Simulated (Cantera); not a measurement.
An adiabatic, constant-volume homogeneous reactor starts with CH4 : O2 : N2 = 1 : 1 : 3.76 (molar parts), at 1400 K and 260000 Pa.

Model: GRI-Mech 3.0 (53 species, 325 reactions), integrated in Cantera.

**Question.** Predict: time of steepest temperature rise; temperature at 5.00 s; equilibrium temperature; x(O2) at 5.00 s; x(H) at 5.00 s; x(H2) at 5.00 s; x(H2O2) at 5.00 s.

**Answer.** 
```json
{
  "time_of_steepest_temperature_rise": "2.17 ms",
  "temperature at 5.00 s": "2727 K",
  "equilibrium_temperature": "2727 K",
  "x(O2) at 5.00 s": "2.95e-5 (gas-phase equilibrium 2.95e-5)",
  "x(H) at 5.00 s": "0.0103 (gas-phase equilibrium 0.0103)",
  "x(H2) at 5.00 s": "0.159 (gas-phase equilibrium 0.159)",
  "x(H2O2) at 5.00 s": "1.89e-8 (gas-phase equilibrium 1.89e-8)"
}
```
